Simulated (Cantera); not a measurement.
A closed system holds: 1 mol Si₂H₆, 14 mol N₂O, 1.2 mol N₂, 5.7 mol H₂O, held at 44.0 mbar.

Equilibrium computed with Cantera from the NASA thermochemical tables; the gas is ideal and each condensed phase is pure. Candidate condensed phases: H₂O, Si, SiO₂, Si₂N₂O, Si₃N₄; 35 gas species. The feed counts by its element totals alone. The tables hold silica as quartz up to 1696 K and as liquid above; real silica turns to tridymite and cristobalite and melts near 1996 K. Gases not in the tables: Si(OH)₄. Rates play no part.

log p: log10 of the partial pressure in bar; n: condensed amount in mol.

```json
[
 {"T (K)": "1050", "log p N₂": "-1.61", "log p H₂O": "-1.85", "log p O₂": "-2.25", "log p OH": "-7.36", "log p NO": "-5.82", "log p H₂": "-10.17", "log p O": "-10.30", "n SiO₂(β-quartz)": "2.00", "n SiO₂(condensed)": "0"},
 {"T (K)": "1125", "log p N₂": "-1.61", "log p H₂O": "-1.85", "log p O₂": "-2.25", "log p OH": "-6.82", "log p NO": "-5.51", "log p H₂": "-9.35", "log p O": "-9.46", "n SiO₂(β-quartz)": "2.00", "n SiO₂(condensed)": "0"},
 {"T (K)": "1200", "log p N₂": "-1.61", "log p H₂O": "-1.85", "log p O₂": "-2.25", "log p OH": "-6.34", "log p NO": "-5.25", "log p H₂": "-8.63", "log p O": "-8.73", "n SiO₂(β-quartz)": "2.00", "n SiO₂(condensed)": "0"},
 {"T (K)": "1275", "log p N₂": "-1.61", "log p H₂O": "-1.85", "log p O₂": "-2.25", "log p OH": "[?]", "log p NO": "[?]", "log p H₂": "[?]", "log p O": "[?]", "n SiO₂(β-quartz)": "2.00", "n SiO₂(condensed)": "0"},
 {"T (K)": "1350", "log p N₂": "-1.61", "log p H₂O": "-1.85", "log p O₂": "-2.25", "log p OH": "-5.56", "log p NO": "-4.81", "log p H₂": "-7.42", "log p O": "-7.50", "n SiO₂(β-quartz)": "2.00", "n SiO₂(condensed)": "0"},
 {"T (K)": "1425", "log p N₂": "-1.61", "log p H₂O": "-1.85", "log p O₂": "-2.25", "log p OH": "-5.23", "log p NO": "-4.62", "log p H₂": "-6.91", "log p O": "-6.98", "n SiO₂(β-quartz)": "2.00", "n SiO₂(condensed)": "0"},
 {"T (K)": "1500", "log p N₂": "-1.61", "log p H₂O": "-1.86", "log p O₂": "-2.25", "log p OH": "-4.93", "log p NO": "-4.45", "log p H₂": "-6.45", "log p O": "-6.52", "n SiO₂(β-quartz)": "2.00", "n SiO₂(condensed)": "0"},
 {"T (K)": "1575", "log p N₂": "-1.61", "log p H₂O": "-1.86", "log p O₂": "-2.25", "log p OH": "-4.66", "log p NO": "-4.30", "log p H₂": "-6.04", "log p O": "-6.10", "n SiO₂(β-quartz)": "2.00", "n SiO₂(condensed)": "0"},
 {"T (K)": "1650", "log p N₂": "-1.61", "log p H₂O": "-1.86", "log p O₂": "-2.25", "log p OH": "-4.41", "log p NO": "-4.17", "log p H₂": "-5.66", "log p O": "-5.71", "n SiO₂(β-quartz)": "2.00", "n SiO₂(condensed)": "0"},
 {"T (K)": "1725", "log p N₂": "-1.61", "log p H₂O": "-1.86", "log p O₂": "-2.26", "log p OH": "[?]", "log p NO": "[?]", "log p H₂": "[?]", "log p O": "[?]", "n SiO₂(β-quartz)": "0", "n SiO₂(condensed)": "2.00"},
 {"T (K)": "1800", "log p N₂": "-1.61", "log p H₂O": "-1.86", "log p O₂": "-2.26", "log p OH": "-3.98", "log p NO": "-3.93", "log p H₂": "-5.00", "log p O": "-5.04", "n SiO₂(β-quartz)": "0", "n SiO₂(condensed)": "2.00"},
 {"T (K)": "1875", "log p N₂": "-1.61", "log p H₂O": "-1.86", "log p O₂": "-2.26", "log p OH": "-3.80", "log p NO": "-3.82", "log p H₂": "-4.71", "log p O": "-4.75", "n SiO₂(β-quartz)": "0", "n SiO₂(condensed)": "2.00"}
]
```

### Question
Some entries are withheld; supply them.

### Answer

- 1275, log p OH: -5.93
- 1275, log p NO: -5.02
- 1275, log p H₂: -7.99
- 1275, log p O: -8.08
- 1725, log p OH: -4.19
- 1725, log p NO: -4.04
- 1725, log p H₂: -5.31
- 1725, log p O: -5.36
